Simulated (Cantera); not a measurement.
Cantera run, input and output.

```python
import numpy as np
import cantera as ct

gas = ct.Solution("gri30.yaml")
gas.TPX = 1623, 8100, {'CH4': 1, 'N2': 2.7}
reactor = ct.IdealGasConstPressureReactor(gas, energy="off", clone=False)
net = ct.ReactorNet([reactor])
net.rtol, net.atol = 1e-08, 1e-18
show = ['CH4', 'H', 'CH2', 'C2H', 'HCN', 'C2H2', 'H2']
times = np.geomspace(5e-05, 300, 9)

steps = ct.SolutionArray(gas, extra=["t"])
rows = []
print(f"{'t/s':>10s}{'T/K':>9s}{'P/Pa':>11s}" + "".join(f"{s:>11s}" for s in show))
for t in times:
    while net.time < t:
        t_next = net.step()
        steps.append(gas.state, t=t_next)
    rows.append([np.interp(t, steps.t, y) for y in (steps.T, steps.P, *steps(*show).X.T)])
    print(f"{t:10.3e}{rows[-1][0]:9.1f}{rows[-1][1]:11.4g}" + "".join(f"{x:11.3e}" for x in rows[-1][2:]))
rate = np.gradient(steps.T, steps.t)
print("integrator steps:", len(steps.t))
if steps.T.max() > steps.T[0] + 200:
    print(f"time of steepest temperature rise: {steps.t[rate.argmax()]:.4e} s")
gas.TPX = 1623, 8100, {'CH4': 1, 'N2': 2.7}
gas.equilibrate("TP")
print(f"equilibrium (TP): T = {gas.T:.1f} K  " + "  ".join(f"{s} {gas[s].X[0]:.3e}" for s in show))
```

It prints:

```
       t/s      T/K       P/Pa        CH4          H        CH2        C2H        HCN       C2H2         H2
 5.000e-05   1623.0       8100  2.703e-01  1.648e-07  1.987e-11  5.198e-21  1.517e-16  6.505e-14  4.692e-06
 3.518e-04   1623.0       8100  2.702e-01  1.699e-07  8.295e-10  1.710e-16  9.672e-15  2.806e-10  3.432e-05
 2.475e-03   1623.0       8100  2.696e-01  3.991e-07  3.154e-08  2.813e-12  1.059e-12  8.737e-07  3.473e-04
 1.741e-02   1623.0       8100  2.512e-01  8.175e-06  3.585e-07  3.112e-09  6.045e-10  1.709e-03  1.703e-02
 1.225e-01   1623.0       8100  1.390e-01  4.523e-05  1.960e-07  5.499e-08  3.087e-08  4.879e-02  1.523e-01
 8.616e-01   1623.0       8100  3.179e-02  9.860e-05  7.160e-08  1.244e-07  2.131e-07  9.346e-02  2.811e-01
 6.062e+00   1623.0       8100  3.406e-03  1.347e-04  1.202e-08  1.702e-07  6.105e-07  1.048e-01  3.148e-01
 4.264e+01   1623.0       8100  1.180e-03  1.378e-04  4.312e-09  1.741e-07  1.208e-06  1.057e-01  3.175e-01
 3.000e+02   1623.0       8100  1.173e-03  1.378e-04  4.286e-09  1.741e-07  5.305e-06  1.057e-01  3.175e-01
integrator steps: 1653
equilibrium (TP): T = 1623.0 K  CH4 8.712e-04  H 1.379e-04  CH2 3.181e-09  C2H 9.562e-08  HCN 9.562e-02  C2H2 5.810e-02  H2 3.179e-01
```

Detailed kinetics in Cantera: GRI-Mech 3.0 (53 species, 325 reactions). GRI-Mech 3.0 stops at C3 and has no aromatics, soot or wall deposition, so with more carbon than oxygen in the feed, carbon stays in small species such as C2H2 where larger ones or solid carbon would form.
